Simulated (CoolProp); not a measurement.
The numbers come from the reference Helmholtz-energy equation of state, de Reuck 1990 in CoolProp.

Problem. For fluorine, give the phase and the cp (kJ/(kg K)), speed of sound (m/s) at 245.7 K and 354 kPa; 69.5 K and 4010 kPa; 212.9 K and 308 kPa.

Solution. 
- 245.7 K and 354 kPa: gas; cp 0.805, speed of sound 272
- 69.5 K and 4010 kPa: liquid; cp 1.47, speed of sound 998
- 212.9 K and 308 kPa: gas; cp 0.794, speed of sound 254
